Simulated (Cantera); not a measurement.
What does this Cantera script print?

```python
import numpy as np
import cantera as ct

gas_names = """
    CL CL2 H HCL H2 Si SiCL SiCL2 SiCL3 SiCL4 SiH SiHCL3 SiH2 SiH2CL2 SiH3 SiH3CL SiH4 Si2 Si3
""".split()
cond_names = """
    Si(cr) Si(L)
""".split()


def load(file, names, dense=False):
    # The tables refer to 1 bar. Condensed volumes are neglected.
    table = {s.name: s for s in ct.Species.list_from_file(file)}
    out = []
    for n in names:
        d = dict(table[n].input_data)
        d["thermo"] = dict(d["thermo"], **{"reference-pressure": 1e5})
        if dense:
            d["equation-of-state"] = {"model": "constant-volume", "density": "1e6 g/cm^3"}
        out.append(ct.Species.from_dict(d))
    return out


gas = ct.Solution(thermo="ideal-gas", species=load("nasa_gas.yaml", gas_names))
cond = {s.name: ct.Solution(thermo="fixed-stoichiometry", species=[s], name=s.name)
        for s in load("nasa_condensed.yaml", cond_names, dense=True)}
atoms = {
    'Si': {'Si': 1},
    'HCl': {'H': 1, 'CL': 1},
    'H2': {'H': 2},
}
top_T = {}  # K; cautious upper limits of use, not melting points


def equilibrate(T, P, feed):
    n = {}
    for name, mol in feed.items():
        for a, k in atoms[name].items():
            n[a] = n.get(a, 0.0) + k * mol
    gas.TPX = T, P, n
    mass = sum(n.values()) * gas.mean_molecular_weight
    gas.equilibrate("TP")
    valid = [c for c in cond.values() if c.min_temp <= T <= top_T.get(c.name, c.max_temp)]
    mix = ct.Mixture([(gas, mass / gas.mean_molecular_weight)] + [(c, 0.0) for c in valid])
    mix.T, mix.P = T, P
    mix.equilibrate("TP", solver="vcs", rtol=1e-11, max_steps=5000)
    return mix


results = []
feed = {'Si': 1, 'HCl': 0.68, 'H2': 0.64}  # mol
T = 950  # K
for P in [10000, 19000, 36000, 67000, 130000, 240000, 450000, 840000, 1600000, 3000000]:
    mix = equilibrate(T, P, feed)
    results.append((T, P, feed, dict(zip(mix.species_names, mix.species_moles))))

top = {s: max(r[3][s] / sum(r[3][g] for g in gas_names) for r in results) for s in gas_names}
cols = sorted((s for s in top if top[s] > 0.001), key=lambda s: -top[s])[:7]
seen = [c for c in cond_names if any(r[3].get(c, 0) > 1e-12 for r in results)]
print("log10 of partial pressures in bar; condensed amounts in mol")
print(f"{'P/Pa':>10s}" + "".join(f"{s[:9]:>10s}" for s in cols + seen))
for T, P, feed, n in results:
    ng = sum(n[g] for g in gas_names)
    print(f"{P:10.4g}" + "".join(f"{np.log10(max(n[s] / ng * P / 1e5, 1e-99)):10.3f}" for s in cols)
          + "".join(f"{n.get(c, 0):10.4g}" for c in seen))
```

Output:

```
log10 of partial pressures in bar; condensed amounts in mol
      P/Pa        H2     SiCL4    SiHCL3   SiH2CL2       HCL     SiCL3    Si(cr)
     1e+04    -1.080    -1.928    -2.463    -3.992    -2.883    -3.977    0.8228
   1.9e+04    -0.801    -1.661    -2.123    -3.580    -2.677    -3.776    0.8207
   3.6e+04    -0.524    -1.397    -1.787    -3.171    -2.473    -3.579    0.8184
   6.7e+04    -0.255    -1.144    -1.462    -2.775    -2.275    -3.389    0.8159
   1.3e+05     0.032    -0.876    -1.118    -2.354    -2.064    -3.188    0.8131
   2.4e+05     0.297    -0.632    -0.803    -1.967    -1.871    -3.005    0.8103
   4.5e+05     0.569    -0.386    -0.482    -1.572    -1.673    -2.820    0.8071
   8.4e+05     0.839    -0.145    -0.167    -1.182    -1.478    -2.640    0.8037
   1.6e+06     1.117     0.099     0.155    -0.782    -1.278    -2.457    0.7998
     3e+06     1.388     0.332     0.466    -0.394    -1.084    -2.282    0.7956
```

These are equilibrium values from Cantera (NASA tables, ideal gas, pure condensed phases), not measurements of a reactor. The tables' values for SiCl3 are old estimates; treat these amounts as uncertain.
